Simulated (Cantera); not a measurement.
# Low-pressure radical oxidation in H2/O2

A perfectly stirred reactor is fed with H2 : O2 : N2 : H2O = 0.16 : 1 : 0.51 : 0.036 (molar parts), equivalence ratio 0.080, at 20.0 Torr; it is held at 1250 K, and followed from long to short residence time.

Cantera simulation using the H2/O2 subset of GRI-Mech 3.0, which has no nitrogen chemistry; the numbers are that mechanism's predictions, not measurements. Radical loss at walls, strong at low pressure, is not modelled. The temperature is held fixed by assumption; the heat of reaction is taken as removed at once.

```json
[
 {"τ (s)": "5.8", "x H2": "7.48e-5", "x O2": "0.565", "x H2O2": "9.60e-8", "x H": "2.46e-5", "x HO2": "1.24e-6", "x OH": "0.000706"},
 {"τ (s)": "0.97", "x H2": "0.000236", "x O2": "0.564", "x H2O2": "1.69e-7", "x H": "0.000147", "x HO2": "2.76e-6", "x OH": "0.00128"},
 {"τ (s)": "0.16", "x H2": "0.000729", "x O2": "0.562", "x H2O2": "2.62e-7", "x H": "0.000853", "x HO2": "4.97e-6", "x OH": "0.00232"},
 {"τ (s)": "0.027", "x H2": "0.00208", "x O2": "0.554", "x H2O2": "3.41e-7", "x H": "0.00429", "x HO2": "7.04e-6", "x OH": "0.00400"},
 {"τ (s)": "0.0045", "x H2": "0.00534", "x O2": "0.542", "x H2O2": "3.76e-7", "x H": "0.0145", "x HO2": "7.98e-6", "x OH": "0.00611"},
 {"τ (s)": "0.00075", "x H2": "0.0144", "x O2": "0.538", "x H2O2": "4.50e-7", "x H": "0.0238", "x HO2": "7.93e-6", "x OH": "0.00802"},
 {"τ (s)": "0.00012", "x H2": "0.0515", "x O2": "0.560", "x H2O2": "4.09e-7", "x H": "0.0155", "x HO2": "6.69e-6", "x OH": "0.00705"}
]
```
x: mole fraction; the columns are a selection and need not sum to one.
